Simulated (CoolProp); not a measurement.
Vapour-liquid equilibrium of ethylbenzene (1) + n-nonane (2) at 0.236 MPa; x and y are mole fractions of (1).

Values from CoolProp's multi-fluid Helmholtz-energy mixture model, Zhou 2012 and Lemmon 2006; pair parameters Bell 2016.

```tsv
x	bubble temperature, mixture model (K)	bubble temperature, Raoult's law (K)	y, mixture model	y, Raoult's law
0.05	457.8	458.2	0.072	0.068
0.125	456.0	456.9	0.174	0.165
0.2	454.4	455.6	0.269	0.258
0.275	452.8	454.4	0.356	0.345
0.35	451.4	453.2	0.436	0.428
0.425	450.1	452.1	0.511	0.508
0.5	448.9	450.9	0.580	0.583
0.575	447.8	449.8	0.646	0.654
0.65	446.9	448.7	0.709	0.722
0.725	446.1	447.7	0.771	0.787
0.8	445.3	446.6	0.831	0.849
0.875	444.7	445.6	0.893	0.908
0.95	444.2	444.6	0.956	0.964
```

The largest gap from Raoult's law is -2.0 K in bubble temperature, at x = 0.5. No azeotrope shows between x = 0.05 and 0.95.

The pair parameters rest on a limited set of measurements; away from them the model extrapolates.
